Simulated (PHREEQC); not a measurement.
# Nickel, zinc or cadmium bath: speciation

Consider water at 90 °C with 0.0029 mol/kgw CdCl2, 5.5e-05 mol/kgw NaOH and 0.0019 mol/kgw FeSO4. Closed to the air; pH follows from the charge balance.

The numbers come from PHREEQC with the ion-association model, wateq4f.dat.

This is a speciation only: nothing precipitates in the calculation.

Problem. Predict the pH, ionic strength.

Solution. pH 6.35; ionic strength 0.0122 mol/kgw.

Problem. In which forms is S present?

Solution. SO4-2 65 %, CdSO4 18 %, FeSO4 17 % of the S.

Away from 25 °C the constants follow the database's enthalpies or fits; those with neither stay at their 25 °C values.
